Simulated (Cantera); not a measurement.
Charge: 1 mol B2H6, 46 mol H2, at 1573.15 K and 1.33 mbar.

Cantera equilibrium calculation (NASA polynomials, part measured and part estimated; ideal gas, pure solids and liquids). Candidate condensed phases: B; 7 gas species. The feed counts by its element totals alone. The tables' values for BH2 are old estimates; treat these amounts as uncertain. Kinetics and transport are ignored.

Base state: H2 0.999, H 0.00111, BH2 2.03e-5 (mole fractions); condensed: B(s).

Task: What changes in the equilibrium state with this change: temperature from 1573.15 K to 1323 K?

Result: 
```
species     before    after
---------  -------  -------
H2           0.999    1.000
H          0.00111  4.34e-5
BH2        2.03e-5  1.23e-6
B(s), mol     2.00     2.00
```

Task: What changes in the equilibrium state with this change: 1.1 mol H2O added?

Result: 
```csv
species,before,after
H2,0.999,0.979
HBO,0,0.0173
B2O2,0,0.00188
BO,0,0.000458
HBO2,0,4.25e-5
B2O3,0,3.98e-5
"B(s), mol",2.00,0.903
```
Further candidate phases: B2O3, B3O3H3, H2O.
